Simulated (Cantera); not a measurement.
Charge: 1 mol SiH4, 3.5 mol HCl, 110 mol N2, at 1600 K and 1 atm.

Equilibrium computed with Cantera from the NASA thermochemical tables; the gas is ideal and each condensed phase is pure. Candidate condensed phases: NH4Cl, Si, Si3N4; 28 gas species. The tables' values for SiCl3 are old estimates; treat these amounts as uncertain. Kinetics and transport are ignored.

Base state: N2 0.952, HCl 0.0280, H2 0.0186, SiCl2 0.000665, SiCl3 0.000187, SiCl4 0.000130, SiHCl3 1.25e-5 (mole fractions); condensed: Si3N4(s).

Question: What changes in the equilibrium state with this change: SiH4 replaced by SiHCl3?

Answer: 
```
species          before    after
-------------  --------  -------
N2                0.952    0.957
HCl              0.0280   0.0304
H2               0.0186  0.00432
SiCl4          0.000130  0.00327
SiCl2          0.000665  0.00328
SiCl3          0.000187  0.00208
SiHCl3          1.25e-5  6.69e-5
Si3N4(s), mol     0.295        0
```
